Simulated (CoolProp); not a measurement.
1000 sccm (0 °C, 1 atm) of nitrogen bubbles through liquid ethanol at 283.6 K and leaves saturated at a total pressure of 0.0563 MPa (ideal gas phase). Each further row changes one setting.

Model: reference Helmholtz-energy equation of state, Schroeder 2014, in CoolProp.

```tsv
case	vapour pressure (kPa)	mole fraction of vapour	delivery (mg/min)	delivery (sccm)	change of delivery for a bath 1 K warmer (%)
as stated	3.24	0.0576	126	61.1	7.1
bath temperature 288.6 K	4.45	0.0791	176	85.8	7.0
total pressure 0.113 MPa	3.24	0.0287	60.7	29.5	6.9
```
